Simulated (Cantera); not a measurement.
Input (Python, Cantera) and output of one run.

```python
import numpy as np
import cantera as ct

gas_names = [...]  # 95 gases of nasa_gas.yaml made of C, F, H
cond_names = """
    C(gr) C6H6(L) C7H8(L) C8H18(L),n-octa
""".split()


# ... load() reads the species with a 1 bar reference pressure and builds the phases ...
atoms = {
    'CF4': {'C': 1, 'F': 4},
    'H2': {'H': 2},
}
top_T = {'C(gr)': 4500}  # K; cautious upper limits of use, not melting points


# ... equilibrate(T, P, feed) seeds the gas with the atoms and calls Mixture.equilibrate('TP', solver="gibbs", rtol=1e-10, max_steps=50000) ...
results = []
feed = {'CF4': 1, 'H2': 0.87}  # mol
P = 1.1  # Pa
for T in [748, 948, 1148, 1348, 1548, 1748, 1948, 2148, 2348, 2548, 2748, 2948, 3148, 3348]:
    mix = equilibrate(T, P, feed)
    results.append((T, P, feed, dict(zip(mix.species_names, mix.species_moles))))

top = {s: max(r[3][s] / sum(r[3][g] for g in gas_names) for r in results) for s in gas_names}
cols = sorted((s for s in top if top[s] > 0.001), key=lambda s: -top[s])[:9]
seen = [c for c in cond_names if any(r[3].get(c, 0) > 1e-12 for r in results)]
print("log10 of partial pressures in bar; condensed amounts in mol")
print(f"{'T/K':>10s}" + "".join(f"{s[:9]:>10s}" for s in cols + seen))
for T, P, feed, n in results:
    ng = sum(n[g] for g in gas_names)
    print(f"{T:10.4g}" + "".join(f"{np.log10(max(n[s] / ng * P / 1e5, 1e-99)):10.3f}" for s in cols)
          + "".join(f"{n.get(c, 0):10.4g}" for c in seen))
```

Output:

```
log10 of partial pressures in bar; condensed amounts in mol
       T/K        HF         F         H       CF4         C       CF2        C3        CF        C2     C(gr)
       748    -5.081   -18.155   -21.285    -5.569   -41.946   -17.040   -47.027   -27.953   -48.009     0.435
       948    -5.081   -13.507   -17.429    -5.569   -31.347   -12.862   -34.660   -20.753   -35.711     0.435
      1148    -5.081   -10.475   -14.897    -5.569   -24.441   -10.151   -26.628   -16.071   -27.708     0.435
      1348    -5.081    -8.340   -13.103    -5.570   -19.586    -8.253   -21.000   -12.787   -22.092    0.4346
      1548    -5.089    -6.762   -11.765    -5.596   -15.988    -6.866   -16.843   -10.364   -17.936    0.4295
      1748    -5.180    -5.636   -10.721    -5.984   -13.217    -5.986   -13.652    -8.592   -14.739    0.4496
      1948    -5.301    -5.259    -9.416    -8.364   -11.016    -6.327   -11.129    -7.707   -12.205    0.8272
      2148    -5.319    -5.218    -8.004   -11.365    -9.228    -7.141    -9.086    -7.257   -10.148    0.9526
      2348    -5.343    -5.214    -6.808   -13.979    -7.745    -7.882    -7.399    -6.917    -8.447    0.8965
      2548    -5.544    -5.222    -5.968   -16.316    -6.587    -8.620    -6.253    -6.734    -7.195         0
      2748    -6.057    -5.190    -5.628   -18.612    -6.052    -9.631    -6.641    -6.996    -7.037         0
      2948    -6.756    -5.188    -5.562   -20.933    -5.825   -10.792    -7.685    -7.483    -7.371         0
      3148    -7.412    -5.186    -5.550   -23.127    -5.793   -11.973    -9.096    -8.077    -7.996         0
      3348    -8.000    -5.185    -5.548   -25.085    -5.789   -13.040   -10.410    -8.624    -8.593         0
```

These are equilibrium values from Cantera (NASA tables, ideal gas, pure condensed phases), not measurements of a reactor. Condensed phases not in the tables: fluorocarbon polymer. Gases not in the tables: C2F6 and larger saturated fluorocarbons.
